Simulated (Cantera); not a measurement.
Boron, boron nitride and boron oxide: BCl₃ + H₂O + NH₃

A closed system holds: 1 mol BCl₃, 2.6 mol H₂O, 0.34 mol NH₃, at 0.300 bar.

Method: chemical equilibrium by Gibbs-energy minimisation in Cantera with the NASA 1993 tables (ideal gas, pure condensed phases). Candidate condensed phases: B, BN, B₂O₃, B₃O₃H₃, H₂O, NH₄Cl; 49 gas species. The tables' values for BOCl are old estimates; treat these amounts as uncertain. Equilibrium is a limit: real reactors are often held back by kinetics, nucleation or transport.

From 1750 °C to 2075 °C nothing is condensed. The main B-bearing gas is HBO₂ throughout.

```tsv
T (°C)	x HCl	x HBO₂	x H₂O	x H₂	x N₂	x Cl	x B₂O₃
1750	0.558	0.149	0.135	0.0975	0.0321	0.00460	0.0178
1775	0.557	0.148	0.136	0.0978	0.0321	0.00539	0.0181
1800	0.556	0.147	0.136	0.0980	0.0321	0.00629	0.0184
1825	0.554	0.145	0.137	0.0983	0.0320	0.00731	0.0188
1850	0.552	0.144	0.137	0.0987	0.0320	0.00845	0.0191
1875	0.550	0.143	0.137	0.0991	0.0320	0.00973	0.0194
1900	0.548	0.142	0.138	0.0995	0.0319	0.0112	0.0197
1925	0.545	0.141	0.138	0.1000	0.0319	0.0128	0.0199
1950	0.543	0.139	0.139	0.101	0.0319	0.0145	0.0202
1975	0.540	0.138	0.139	0.101	0.0318	0.0165	0.0204
2000	0.536	0.137	0.139	0.102	0.0318	0.0186	0.0206
2025	0.533	0.136	0.139	0.102	0.0317	0.0210	0.0208
2050	0.529	0.134	0.140	0.103	0.0316	0.0235	0.0210
2075	0.525	0.133	0.140	0.104	0.0316	0.0263	0.0211
```
x: gas mole fraction; nothing condenses.
